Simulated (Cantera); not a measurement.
What does this Cantera script print?

```python
import numpy as np
import cantera as ct

gas_names = """
    F F2 H HF H2 H2F2 H3F3 H4F4 H5F5 H6F6 H7F7 N NF NF2 NF3 NH NH2 NH3 N2 N2H2 N2H4 Si SiF SiF2 SiF3
    SiF4 SiH SiHF3 SiH2 SiH2F2 SiH3 SiH3F SiH4 SiN Si2 Si2N Si3
""".split()
cond_names = """
    Si(cr) Si(L) Si3N4(a)
""".split()


# ... load() reads the species with a 1 bar reference pressure and builds the phases ...
atoms = {
    'Si': {'Si': 1},
    'NF3': {'N': 1, 'F': 3},
    'H2': {'H': 2},
}
top_T = {'Si3N4(a)': 2400}  # K; cautious upper limits of use, not melting points


# ... equilibrate(T, P, feed) seeds the gas with the atoms and calls Mixture.equilibrate('TP', solver="vcs", rtol=1e-11, max_steps=5000) ...
results = []
feed = {'Si': 1, 'NF3': 5.3, 'H2': 0.21}  # mol
T = 1698.15  # K
P = 17000  # Pa
mix = equilibrate(T, P, feed)
results.append((T, P, feed, dict(zip(mix.species_names, mix.species_moles))))
print(gas.report(threshold=0.0001))
for i in range(1, mix.n_phases):
    print(f"{mix.phase(i).name:16s} {mix.phase_moles(i):12.5e} mol")
```

Result:

```
       temperature   1698.2 K
          pressure   17000 Pa
           density   0.031426 kg/m^3
  mean mol. weight   26.101 kg/kmol
   phase of matter   gas

                          1 kg             1 kmol
                     ---------------   ---------------
          enthalpy        -5.023e+05        -1.311e+07  J
   internal energy       -1.0433e+06        -2.723e+07  J
           entropy            9337.7        2.4372e+05  J/K
    Gibbs function       -1.6359e+07       -4.2698e+08  J
 heat capacity c_p            1121.8             29279  J/K
 heat capacity c_v            803.23             20965  J/K

                      mass frac. Y      mole frac. X     chem. pot. / RT
                     ---------------   ---------------   ---------------
                 F             0.535           0.73501           -17.968
                F2         0.0037576         0.0025812           -35.936
                HF          0.020757          0.027079           -48.835
                N2           0.18338           0.17086           -29.941
              SiF4            0.2571          0.064475           -162.91
     [  +32 minor]        2.3751e-07        1.2068e-07

Si(L)             0.00000e+00 mol
Si3N4(a)          0.00000e+00 mol
```

Equilibrium computed with Cantera from the NASA thermochemical tables; the gas is ideal and each condensed phase is pure.
